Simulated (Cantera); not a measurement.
**Premixed flame**

A freely propagating, adiabatic, planar premixed flame of 7.94 % CH4, 15.9 % O2, 76.2 % N2, equivalence ratio 1.0, unburnt at 325 K and 1.97 atm; mixture-averaged transport, grid criteria slope 0.08 and curve 0.16, no radiation.

Computed with Cantera and GRI-Mech 3.0 (53 species, 325 reactions). Burning velocities carry a grid error of a few per cent, more on coarse grids.

```tsv
z (mm)	T (K)	u (m/s)	x CH4	x O2	x C2H2	x CO	x H2O2	x HCO
-1.29	325	0.178	0.0793	0.159	<1e-8	3.74e-6	2.22e-8	<1e-8
-0.858	329	0.180	0.0790	0.158	4.59e-8	5.49e-5	3.25e-7	<1e-8
-0.643	344	0.188	0.0780	0.157	2.70e-7	0.000263	1.53e-6	<1e-8
-0.429	440	0.242	0.0725	0.150	2.73e-6	0.00187	9.35e-6	<1e-8
-0.214	887	0.492	0.0477	0.114	2.35e-5	0.0113	2.88e-5	3.54e-8
-0.107	1282	0.714	0.0249	0.0760	5.28e-5	0.0212	1.59e-5	1.76e-6
0	1656	0.924	0.00410	0.0347	8.15e-5	0.0288	8.59e-7	1.21e-5
0.107	1792	0.995	8.52e-5	0.0164	3.91e-6	0.0215	4.38e-7	1.36e-6
0.214	1844	1.02	8.81e-7	0.0119	3.05e-8	0.0152	3.60e-7	4.33e-8
0.429	1902	1.05	<1e-8	0.00889	<1e-8	0.0110	2.44e-7	1.20e-8
0.858	1954	1.07	<1e-8	0.00645	<1e-8	0.00836	1.50e-7	<1e-8
1.72	1992	1.09	<1e-8	0.00456	<1e-8	0.00612	8.82e-8	<1e-8
3.43	2016	1.10	<1e-8	0.00326	<1e-8	0.00438	5.18e-8	<1e-8
```
x: mole fraction of selected species; z is measured from the peak of heat release.

The laminar burning velocity is 17.7 cm/s and the thermal thickness comes out as 0.429 mm. The peak x(C2H2) is 8.84e-5, the peak x(CO) is 0.0288 and the peak x(H2O2) is 2.91e-5. The peak x(HCO) is 1.21e-5.
